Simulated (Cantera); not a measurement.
An isothermal, constant-pressure homogeneous reactor starts with C₃H₈ : H₂ = 1 : 2.5 (molar parts), at 1298 K and 1.00 bar.

Cantera simulation using GRI-Mech 3.0 (53 species, 325 reactions); the numbers are that mechanism's predictions, not measurements. GRI-Mech 3.0 was tuned for natural gas; its chemistry of propane as a main component is partial and can be far from experiment. GRI-Mech 3.0 stops at C3 and has no aromatics, soot or wall deposition, so with more carbon than oxygen in the feed, carbon stays in small species such as C2H2 where larger ones or solid carbon would form.

x: mole fraction; the columns are a selection and need not sum to one.

```
t (s)      x C₃H₈   x H₂    x C₂H₆     x CH₂     x CH₃    x C₂H₄
--------  -------  -----  --------  --------  --------  --------
1.00e-6     0.286  0.714   1.03e-6  6.64e-12   1.99e-5   6.60e-6
7.17e-6     0.285  0.714   3.25e-5   2.71e-9  0.000197  0.000391
5.14e-5     0.272  0.707  0.000806   3.40e-8  0.000599    0.0105
0.000369    0.183  0.661   0.00574   2.19e-8  0.000486    0.0785
0.00265       ___  0.574       ___       ___       ___     0.202
0.0190    5.65e-5  0.570   0.00548  1.37e-10   3.02e-5     0.192
0.136     2.83e-5  0.572   0.00378  9.83e-11   2.65e-5     0.138
0.976         ___    ___       ___  6.36e-11   2.46e-5       ___
7.00      9.70e-6  0.431   0.00150  3.11e-11   2.10e-5    0.0708
```

Question: Some entries are withheld; supply them.

Answer: 
- 0.00265, x C₃H₈: 0.0146
- 0.00265, x C₂H₆: 0.00874
- 0.00265, x CH₂: 1.77e-9
- 0.00265, x CH₃: 0.000120
- 0.976, x C₃H₈: 1.89e-5
- 0.976, x H₂: 0.526
- 0.976, x C₂H₆: 0.00262
- 0.976, x C₂H₄: 0.104
